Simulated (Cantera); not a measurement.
Cantera run:

```python
import numpy as np
import cantera as ct

gas_names = """
    C CO CO2 C2 C2O C3 C3O2 C4 C5 Fe FeC5O5 FeO O O2 O3
""".split()
cond_names = """
    C(gr) Fe(a) Fe(c) Fe(d) Fe(L) FeC5O5(L) FeO(s) FeO(L) Fe2O3(s) Fe3O4(s)
""".split()


def load(file, names, dense=False):
    # The tables refer to 1 bar. Condensed volumes are neglected.
    table = {s.name: s for s in ct.Species.list_from_file(file)}
    out = []
    for n in names:
        d = dict(table[n].input_data)
        d["thermo"] = dict(d["thermo"], **{"reference-pressure": 1e5})
        if dense:
            d["equation-of-state"] = {"model": "constant-volume", "density": "1e6 g/cm^3"}
        out.append(ct.Species.from_dict(d))
    return out


gas = ct.Solution(thermo="ideal-gas", species=load("nasa_gas.yaml", gas_names))
cond = {s.name: ct.Solution(thermo="fixed-stoichiometry", species=[s], name=s.name)
        for s in load("nasa_condensed.yaml", cond_names, dense=True)}
atoms = {
    'Fe': {'Fe': 1},
    'O2': {'O': 2},
    'CO': {'C': 1, 'O': 1},
}
top_T = {'C(gr)': 4500, 'Fe2O3(s)': 1830, 'Fe3O4(s)': 1870}  # K; cautious upper limits of use, not melting points


def equilibrate(T, P, feed):
    n = {}
    for name, mol in feed.items():
        for a, k in atoms[name].items():
            n[a] = n.get(a, 0.0) + k * mol
    gas.TPX = T, P, n
    mass = sum(n.values()) * gas.mean_molecular_weight
    gas.equilibrate("TP")
    valid = [c for c in cond.values() if c.min_temp <= T <= top_T.get(c.name, c.max_temp)]
    mix = ct.Mixture([(gas, mass / gas.mean_molecular_weight)] + [(c, 0.0) for c in valid])
    mix.T, mix.P = T, P
    mix.equilibrate("TP", solver="vcs", rtol=1e-11, max_steps=5000)
    return mix


results = []
feed = {'Fe': 1, 'O2': 0.023, 'CO': 3.6}  # mol
P = 13332.2  # Pa
for T in [1250, 1300, 1350, 1400, 1450, 1500, 1550, 1600, 1650, 1700, 1750, 1800]:
    mix = equilibrate(T, P, feed)
    results.append((T, P, feed, dict(zip(mix.species_names, mix.species_moles))))

top = {s: max(r[3][s] / sum(r[3][g] for g in gas_names) for r in results) for s in gas_names}
cols = sorted((s for s in top if top[s] > 0.0001), key=lambda s: -top[s])[:9]
seen = [c for c in cond_names if any(r[3].get(c, 0) > 1e-12 for r in results)]
print("log10 of partial pressures in bar; condensed amounts in mol")
print(f"{'T/K':>10s}" + "".join(f"{s[:9]:>10s}" for s in cols + seen))
for T, P, feed, n in results:
    ng = sum(n[g] for g in gas_names)
    print(f"{T:10.4g}" + "".join(f"{np.log10(max(n[s] / ng * P / 1e5, 1e-99)):10.3f}" for s in cols)
          + "".join(f"{n.get(c, 0):10.4g}" for c in seen))
```

It prints:

```
log10 of partial pressures in bar; condensed amounts in mol
       T/K        CO       CO2        Fe     Fe(c)     Fe(d)
      1250    -0.881    -2.769    -9.606         1         0
      1300    -0.881    -2.769    -8.962         1         0
      1350    -0.881    -2.769    -8.367         1         0
      1400    -0.881    -2.769    -7.815         1         0
      1450    -0.881    -2.769    -7.302         1         0
      1500    -0.881    -2.769    -6.824         1         0
      1550    -0.881    -2.769    -6.378         1         0
      1600    -0.881    -2.769    -5.960         1         0
      1650    -0.881    -2.769    -5.568    0.9999         0
      1700    -0.881    -2.769    -5.201         0    0.9998
      1750    -0.881    -2.769    -4.856         0    0.9996
      1800    -0.881    -2.769    -4.531         0    0.9992
```

Cantera equilibrium calculation (NASA polynomials, part measured and part estimated; ideal gas, pure solids and liquids).
